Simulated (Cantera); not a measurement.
What does this Cantera script print?

```python
import numpy as np
import cantera as ct

surf = ct.Interface("ptcombust.yaml", "Pt_surf")
gas = surf.adjacent["gas"]
gas.TPX = 575, 101325, {'CO': 0.0046, 'O2': 0.041, 'N2': 0.79, 'H2O': 0.0058}
surf.TP = 575, 101325
reactor = ct.FlowReactor(gas, clone=False)
reactor.area = 0.0001  # m2
reactor.surface_area_to_volume_ratio = 4500  # 1/m
reactor.mass_flow_rate = 3.4 * reactor.area * gas.density  # inlet velocity 3.4 m/s
reactor.energy_enabled = False
wall = ct.ReactorSurface(surf, reactor, clone=False)
net = ct.ReactorNet([reactor])
net.rtol, net.atol = 1e-8, 1e-16
show, cover = ['CO', 'O2', 'H2O', 'CO2'], ['PT(S)', 'H(S)', 'O(S)', 'OH(S)', 'CO(S)', 'C(S)']

rows = []
print(f"{'z/m':>9s}{'u/(m/s)':>9s}" + "".join(f"{s:>13s}" for s in show + cover))
for z in [0.00011, 0.00021, 0.0004, 0.00076, 0.0015, 0.0028, 0.0055, 0.011]:
    net.advance(z)
    rows.append([reactor.speed, *gas[show].X, *surf[cover].coverages])
    print(f"{z:9.4g}{rows[-1][0]:9.3g}" + "".join(f"{x:13.4e}" for x in rows[-1][1:]))
```

Result:

```
      z/m  u/(m/s)           CO           O2          H2O          CO2        PT(S)         H(S)         O(S)        OH(S)        CO(S)         C(S)
  0.00011      3.4   5.4577e-03   4.8724e-02   6.8933e-03   9.4486e-06   8.5890e-03   3.6692e-10   1.8055e-02   5.6920e-04   9.7278e-01   1.2224e-15
  0.00021      3.4   5.4491e-03   4.8720e-02   6.8933e-03   1.8069e-05   8.6039e-03   3.6723e-10   1.8118e-02   5.7068e-04   9.7270e-01   1.2202e-15
   0.0004      3.4   5.4326e-03   4.8712e-02   6.8934e-03   3.4528e-05   8.6325e-03   3.6785e-10   1.8238e-02   5.7353e-04   9.7255e-01   1.2160e-15
  0.00076      3.4   5.4012e-03   4.8697e-02   6.8935e-03   6.6012e-05   8.6881e-03   3.6903e-10   1.8474e-02   5.7909e-04   9.7226e-01   1.2078e-15
   0.0015      3.4   5.3354e-03   4.8666e-02   6.8937e-03   1.3201e-04   8.8082e-03   3.7158e-10   1.8989e-02   5.9115e-04   9.7161e-01   1.1905e-15
   0.0028      3.4   5.2152e-03   4.8608e-02   6.8941e-03   2.5255e-04   9.0410e-03   3.7644e-10   2.0009e-02   6.1481e-04   9.7033e-01   1.1582e-15
   0.0055      3.4   4.9428e-03   4.8478e-02   6.8951e-03   5.2573e-04   9.6456e-03   3.8868e-10   2.2794e-02   6.7784e-04   9.6688e-01   1.0808e-15
    0.011      3.4   4.2191e-03   4.8133e-02   6.8976e-03   1.2514e-03   1.2126e-02   4.3372e-10   3.6382e-02   9.6035e-04   9.5053e-01   8.3684e-16
```

Model: Deutschmann's 1995 Pt surface mechanism with GRI-Mech 3.0 gas chemistry, integrated in Cantera. Catalytic surfaces can have several steady states; this one follows from the mechanism file's or the stated starting coverage. Mass transfer to the wall is taken as infinitely fast.
